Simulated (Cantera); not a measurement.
## Boron, boron nitride and boron oxide: BCl₃ + H₂

Charge: 1 mol BCl₃, 180 mol H₂, held at 827 °C and 0.000160 bar.

Equilibrium computed with Cantera from the NASA thermochemical tables; the gas is ideal and each condensed phase is pure. Candidate condensed phases: B; 13 gas species. Kinetics and transport are ignored.

```yaml
x(H₂): 0.983
x(HCl): 0.0165
x(BCl₃): 6.54e-6
x(H): 2.03e-6
n(B(s)): 0.999 mol
gas_amount: 181.5 mol
```
